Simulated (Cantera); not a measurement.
An isothermal, constant-pressure homogeneous reactor starts with NH3 : N2 = 1 : 0.16 (molar parts), at 2350 K and 0.0750 bar.

Model: the gas-phase N/H chemistry of the illustrative SiF4/NH3 mechanism in the Surface Chemkin manual (1991), integrated in Cantera. Walls and surfaces, which speed up NH3 decomposition in real reactors, are not modelled.

x: mole fraction; the columns are a selection and need not sum to one.

```tsv
t (s)	x NH3	x N2H4	x NH2	x N	x H	x NH
0.000500	0.832	1.23e-7	0.00626	1.02e-6	6.37e-5	8.16e-5
0.00158	0.764	9.10e-8	0.00538	3.12e-6	0.000179	9.96e-5
0.00500	0.596	5.19e-8	0.00406	6.49e-6	0.000463	0.000114
0.0158	0.303	1.83e-8	0.00241	9.19e-6	0.00112	0.000104
0.0500	___	___	___	___	___	___
0.158	7.00e-5	<1e-12	6.87e-6	5.48e-6	0.0207	4.34e-6
0.500	7.40e-7	<1e-12	1.33e-7	3.57e-7	0.0372	1.54e-7
1.58	2.87e-7	<1e-12	5.17e-8	1.39e-7	0.0373	6.01e-8
5.00	2.73e-7	<1e-12	4.92e-8	1.33e-7	0.0373	5.72e-8
15.8	2.73e-7	<1e-12	4.92e-8	1.33e-7	0.0373	5.72e-8
50.0	2.73e-7	<1e-12	4.92e-8	1.33e-7	0.0373	5.72e-8
```

Q: What belongs in the gaps?

A: 
- 0.0500, x NH3: 0.0542
- 0.0500, x N2H4: 1.72e-9
- 0.0500, x NH2: 0.000739
- 0.0500, x N: 1.06e-5
- 0.0500, x H: 0.00277
- 0.0500, x NH: 6.21e-5
